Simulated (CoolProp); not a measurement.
Model: reference Helmholtz-energy equation of state, Tillner-Roth 1997, in CoolProp.

**Question.** For CH2F2 (R32), give the phase and the density (kg/m³), cv (kJ/(kg K)), Joule-Thomson coefficient (K/MPa), expansivity (1/kK) at 390.7 K and 2890 kPa.

**Answer.** 
- 390.7 K and 2890 kPa: gas; density 53.8, cv 0.889, Joule-Thomson coefficient 10.2, expansivity 4.26
